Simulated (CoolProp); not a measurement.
Computed with CoolProp (reference Helmholtz-energy equation of state, Gao 2020).

### Question
Give the vapour pressure (bar), liquid cp (kJ/(kg K)), surface tension (mN/m), liquid conductivity (mW/(m K)) of saturated ammonia at -35.15, 20.35 °C.

### Answer
```tsv
T (°C)	p (bar)	liquid cp (kJ/(kg K))	surface tension (mN/m)	liquid conductivity (mW/(m K))
-35.15	0.923	4.46	34.5	671
20.35	8.67	4.74	21.6	499
```

Thermal conductivity comes from a separate model (Tufeu 1984). Surface tension comes from a separate correlation (Mulero 2012).
